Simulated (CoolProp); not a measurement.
Vapour pressure (MPa) of C3F8 (R218): the reference equation beside estimates from Tc = 71.9 °C, pc = 2.640 MPa, ω = 0.317. Clausius-Clapeyron is anchored at -46.85 °C with a constant enthalpy of vaporisation of 20.44 kJ/mol.

Model: reference Helmholtz-energy equation of state, Lemmon 2006, in CoolProp. It is a short technical equation, of lower accuracy than the large ones.

| T (°C) | reference | Lee-Kesler | Clausius-Clapeyron | van der Waals | Redlich-Kwong | Soave-Redlich-Kwong | Peng-Robinson |
|---|---|---|---|---|---|---|---|
| -61.75 | 0.02791 | 0.02747 | 0.02918 | 0.2586 | 0.06716 | 0.02767 | 0.02825 |
| -58.05 | 0.03456 | 0.03410 | 0.03564 | 0.2851 | 0.07996 | 0.03429 | 0.03487 |
| -54.35 | 0.04243 | 0.04196 | 0.04324 | 0.3135 | 0.09451 | 0.04213 | 0.04270 |
| -50.55 | 0.05193 | 0.05148 | 0.05238 | 0.3445 | 0.1114 | 0.05162 | 0.05215 |
| -46.85 | 0.06275 | 0.06233 | 0.06275 | 0.3765 | 0.1300 | (withheld) | 0.06289 |
| -43.15 | 0.07527 | (withheld) | 0.07473 | 0.4106 | 0.1507 | 0.07497 | 0.07531 |
| -39.45 | 0.08969 | 0.08941 | 0.08852 | 0.4466 | 0.1738 | 0.08942 | 0.08961 |
| -35.65 | 0.1067 | 0.1065 | (withheld) | 0.4856 | 0.2001 | 0.1064 | 0.1064 |

Problem. Complete the blanks.

Solution. 
- -46.85, Soave-Redlich-Kwong: 0.06243
- -43.15, Lee-Kesler: 0.07491
- -35.65, Clausius-Clapeyron: 0.1047

Absolute difference from the reference over all 8 rows, mean and median: Lee-Kesler 0.8 and 0.8 %, Clausius-Clapeyron 1.8 and 1.6 %, van der Waals 556.5 and 531.7 %, Redlich-Kwong 112.2 and 110.8 %, Soave-Redlich-Kwong 0.6 and 0.6 %, Peng-Robinson 0.5 and 0.4 %.
